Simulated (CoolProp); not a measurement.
Saturation properties of n-decane (Tc = 617.7 K, pc = 2101 kPa, ω = 0.488).

Values from CoolProp's reference Helmholtz-energy equation of state, Lemmon 2006. It is a short technical equation, of lower accuracy than the large ones.

```csv
T (K),p (kPa),liquid viscosity (µPa s),vapour viscosity (µPa s)
339,2.064,508,5.96
357.2,4.892,422,6.26
375.4,10.46,356,?
393.6,20.50,304,?
411.9,37.46,263,7.15
430.1,?,229,7.44
448.3,104.0,201,7.73
466.6,161.6,?,?
484.8,241.0,156,8.34
503,347.6,?,?
521.2,487.0,121,9.08
539.5,666.7,106,9.58
557.7,892.1,91.2,?
575.9,1173,77.3,11.3
```

What belongs in the gaps?


- 375.4, vapour viscosity (µPa s): 6.56
- 393.6, vapour viscosity (µPa s): 6.85
- 430.1, p (kPa): 64.10
- 466.6, liquid viscosity (µPa s): 177
- 466.6, vapour viscosity (µPa s): 8.03
- 503, liquid viscosity (µPa s): 137
- 503, vapour viscosity (µPa s): 8.68
- 557.7, vapour viscosity (µPa s): 10.2

It boils at 447.3 K under 1 atm.

Viscosity comes from a separate model (Huber 2004).
